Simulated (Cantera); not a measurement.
A Cantera script and what it prints.

```python
import numpy as np
import cantera as ct

gas_names = [...]  # 118 gases of nasa_gas.yaml made of C, Cl, F, H
cond_names = """
    C(gr) C6H6(L) C7H8(L) C8H18(L),n-octa
""".split()


# ... load() reads the species with a 1 bar reference pressure and builds the phases ...
atoms = {
    'c-C4F8': {'C': 4, 'F': 8},
    'H2': {'H': 2},
    'HCl': {'H': 1, 'CL': 1},
}
top_T = {'C(gr)': 4500}  # K; cautious upper limits of use, not melting points


# ... equilibrate(T, P, feed) seeds the gas with the atoms and calls Mixture.equilibrate('TP', solver="vcs", rtol=1e-11, max_steps=5000) ...
results = []
T = 3350  # K
P = 3400  # Pa
for m in [0.31, 0.43, 0.61, 0.86, 1.2, 1.7, 2.4]:
    feed = {'c-C4F8': 1, 'H2': 7.4, 'HCl': m}  # mol
    mix = equilibrate(T, P, feed)
    results.append((T, P, feed, dict(zip(mix.species_names, mix.species_moles))))

top = {s: max(r[3][s] / sum(r[3][g] for g in gas_names) for r in results) for s in gas_names}
cols = sorted((s for s in top if top[s] > 0.0001), key=lambda s: -top[s])[:8]
seen = [c for c in cond_names if any(r[3].get(c, 0) > 1e-12 for r in results)]
print("log10 of partial pressures in bar; condensed amounts in mol")
print(f"{'n(HCl)':>10s}" + "".join(f"{s[:9]:>10s}" for s in cols + seen))
for T, P, feed, n in results:
    ng = sum(n[g] for g in gas_names)
    print(f"{feed['HCl']:10.4g}" + "".join(f"{np.log10(max(n[s] / ng * P / 1e5, 1e-99)):10.3f}" for s in cols)
          + "".join(f"{n.get(c, 0):10.4g}" for c in seen))
```

Result:

```
log10 of partial pressures in bar; condensed amounts in mol
    n(HCl)         H        HF        CL         F        C3        H2         C       HCL
      0.31    -1.868    -1.868    -3.265    -2.727    -2.730    -2.971    -3.224    -4.192
      0.43    -1.868    -1.873    -3.128    -2.732    -2.736    -2.971    -3.226    -4.056
      0.61    -1.868    -1.881    -2.985    -2.741    -2.745    -2.970    -3.229    -3.912
      0.86    -1.868    -1.892    -2.847    -2.752    -2.757    -2.969    -3.233    -3.773
       1.2    -1.867    -1.907    -2.716    -2.767    -2.773    -2.969    -3.239    -3.643
       1.7    -1.867    -1.927    -2.586    -2.788    -2.795    -2.967    -3.246    -3.511
       2.4    -1.866    -1.954    -2.463    -2.815    -2.825    -2.966    -3.256    -3.388
```

Method: chemical equilibrium by Gibbs-energy minimisation in Cantera with the NASA 1993 tables (ideal gas, pure condensed phases). The feed counts by its element totals alone. The tables' values for CCl are old estimates; treat these amounts as uncertain.
